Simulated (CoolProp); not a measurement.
Vapour-liquid equilibrium of R134a (1) + R152A (2) at -18.15 °C; x and y are mole fractions of (1).

Computed with CoolProp (multi-fluid Helmholtz-energy mixture model, Tillner-Roth 1994 and Outcalt 1996; pair parameters Lemmon 2004).

```tsv
x	bubble pressure, mixture model (bar)	bubble pressure, Raoult's law (bar)	y, mixture model	y, Raoult's law
0.05	1.302	1.312	0.048	0.055
0.2	1.298	1.331	0.201	0.216
0.35	1.304	1.351	0.361	0.372
0.5	1.320	1.371	0.523	0.524
0.65	1.346	1.391	0.680	0.672
0.8	1.380	1.410	0.827	0.815
0.95	1.422	1.430	0.959	0.954
```

The largest gap from Raoult's law is -3.7 % in bubble pressure, at x = 0.5. y crosses x between x = 0.05 and 0.2: the model has an azeotrope there.

The pair parameters rest on a limited set of measurements; away from them the model extrapolates.
